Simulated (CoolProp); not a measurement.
c-C4F8 (RC318) along the isotherm 127.65 °C: fugacity coefficient from the reference equation and from simpler models built on Tc = 115.2 °C, pc = 2.778 MPa, ω = 0.355; each cubic takes its own stable root.

Values from CoolProp's reference Helmholtz-energy equation of state, Platzer 1990. This equation is an older, rougher fit; its heat capacities, sound speeds and derivatives of the liquid may be far off and weren't checked against measurements.

```json
[
 {"p (MPa)": "3.47", "phase": "supercritical", "reference": "0.6316"},
 {"p (MPa)": "6.94", "phase": "supercritical", "reference": "0.3941"},
 {"p (MPa)": "10.4", "phase": "supercritical", "reference": "0.3165"},
 {"p (MPa)": "13.9", "phase": "supercritical", "reference": "0.2823"},
 {"p (MPa)": "17.4", "phase": "supercritical", "reference": "0.2670"},
 {"p (MPa)": "20.8", "phase": "supercritical", "reference": "0.2619"},
 {"p (MPa)": "24.3", "phase": "supercritical", "reference": "0.2630"},
 {"p (MPa)": "27.8", "phase": "supercritical", "reference": "0.2689"}
]
```

### Question
How far does each simpler model (van der Waals, Redlich-Kwong, Soave-Redlich-Kwong, Peng-Robinson) lie from the reference over these 8 states: mean and median of the absolute difference, and the worst?

### Answer
- van der Waals: mean 23.8 %, median 23.7 %, worst +46.7 % at 127.65 °C and 27.8 MPa
- Redlich-Kwong: mean 2.5 %, median 2.8 %, worst +3.6 % at 127.65 °C and 27.8 MPa
- Soave-Redlich-Kwong: mean 5.7 %, median 6.7 %, worst +7.9 % at 127.65 °C and 27.8 MPa
- Peng-Robinson: mean 5.0 %, median 4.3 %, worst -8.6 % at 127.65 °C and 27.8 MPa
